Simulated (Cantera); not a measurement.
B + NH3 + N2 (boron, boron nitride and boron oxide)

Charge: 1 mol B, 13 mol NH3, 0.91 mol N2, held at 24.0 Pa.

Equilibrium computed with Cantera from the NASA thermochemical tables; the gas is ideal and each condensed phase is pure. Candidate condensed phases: B, BN; 15 gas species. The tables' values for BH2 are old estimates; treat these amounts as uncertain. Kinetics and transport are ignored.

| T (K) | x H2 | x N2 | x H | x B | x BH2 | x BH | x BN | x BH3 | n BN(s) | n B(s) |
|---|---|---|---|---|---|---|---|---|---|---|
| 1498 | 0.738 | 0.262 | 0.000953 | 6.89e-11 | 6.48e-8 | 2.45e-11 | 3.43e-12 | 5.41e-10 | 1.000 | 0 |
| 1548 | 0.737 | 0.261 | 0.00171 | 5.59e-10 | 2.04e-7 | 1.45e-10 | 2.22e-11 | 1.30e-9 | 1.000 | 0 |
| 1598 | 0.736 | 0.261 | 0.00295 | 3.97e-9 | 5.98e-7 | 7.65e-10 | 1.28e-10 | 2.96e-9 | 1.000 | 0 |
| 1648 | 0.734 | 0.261 | 0.00492 | 2.50e-8 | 1.64e-6 | 3.64e-9 | 6.61e-10 | 6.39e-9 | 1.000 | 0 |
| 1698 | 0.731 | 0.261 | 0.00798 | 1.41e-7 | 4.23e-6 | 1.58e-8 | 3.10e-9 | 1.31e-8 | 1.000 | 0 |
| 1748 | 0.727 | 0.260 | 0.0126 | 7.22e-7 | 1.03e-5 | 6.30e-8 | 1.33e-8 | 2.58e-8 | 1.000 | 0 |
| 1798 | 0.722 | 0.259 | 0.0193 | 3.37e-6 | 2.38e-5 | 2.32e-7 | 5.24e-8 | 4.86e-8 | 0.999 | 0 |
| 1848 | 0.713 | 0.258 | 0.0289 | 1.45e-5 | 5.23e-5 | 7.93e-7 | 1.92e-7 | 8.79e-8 | 0.998 | 0 |
| 1898 | 0.701 | 0.256 | 0.0423 | 5.75e-5 | 0.000110 | 2.54e-6 | 6.54e-7 | 1.53e-7 | 0.995 | 0 |
| 1948 | 0.685 | 0.254 | 0.0604 | 0.000213 | 0.000220 | 7.62e-6 | 2.10e-6 | 2.56e-7 | 0.988 | 0 |
| 1998 | 0.652 | 0.264 | 0.0836 | 0.000537 | 0.000302 | 1.55e-5 | 4.71e-6 | 2.91e-7 | 0 | 0.976 |
| 2048 | 0.625 | 0.259 | 0.114 | 0.00121 | 0.000383 | 2.86e-5 | 9.27e-6 | 3.10e-7 | 0 | 0.953 |
x: gas mole fraction; n: condensed amount in mol.

From 1498 K to 1948 K the condensed part is BN(s). From 1998 K to 2048 K the condensed part is B(s).
